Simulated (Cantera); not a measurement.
A closed system holds: 1 mol SiH2Cl2, 0.042 mol HCl, 7.7 mol H2, held at 952 °C and 0.160 bar.

Equilibrium computed with Cantera from the NASA thermochemical tables; the gas is ideal and each condensed phase is pure. Candidate condensed phases: Si; 19 gas species. The tables' values for SiCl3 are old estimates; treat these amounts as uncertain. Kinetics and transport are ignored.

Base state: H2 0.893, HCl 0.0587, SiCl4 0.0226, SiHCl3 0.0107, SiCl2 0.00943, SiCl3 0.00520, SiH2Cl2 0.000679, SiH3Cl 1.18e-5 (mole fractions); condensed: Si(s).

**Question.** What changes in the equilibrium state with this change: temperature from 952 °C to 1877 °C?

**Answer.** 
```json
[
 {"species": "H2", "before": "0.893", "after": "0.821"},
 {"species": "HCl", "before": "0.0587", "after": "0.126"},
 {"species": "SiCl2", "before": "0.00943", "after": "0.0394"},
 {"species": "SiCl4", "before": "0.0226", "after": "2.25e-6"},
 {"species": "SiHCl3", "before": "0.0107", "after": "7.53e-6"},
 {"species": "Si", "before": "<1e-9", "after": "0.00140"},
 {"species": "SiH", "before": "<1e-9", "after": "0.000249"},
 {"species": "SiCl", "before": "6.88e-9", "after": "0.00119"},
 {"species": "Cl", "before": "4.17e-8", "after": "0.00107"},
 {"species": "Si2", "before": "<1e-9", "after": "2.03e-5"},
 {"species": "Si(s), mol", "before": "0.543", "after": "0"},
 {"species": "Si(l), mol", "before": "0", "after": "0.580"}
]
```
The tables' values for SiCl, SiCl3 are old estimates; treat these amounts as uncertain. Gases not in the tables: Si2H6 and higher silanes.

**Question.** What changes in the equilibrium state with this change: H2 from 7.7 to 1600 mol?

**Answer.** 
```
species       before    after
----------  --------  -------
H2             0.893    0.999
HCl           0.0587  0.00127
SiCl2        0.00943  3.91e-6
SiCl4         0.0226  3.89e-9
SiHCl3        0.0107  9.58e-8
SiCl3        0.00520  4.39e-8
SiH2Cl2     0.000679  3.15e-7
SiH3Cl       1.18e-5  2.86e-7
Si(s), mol     0.543    0.992
```
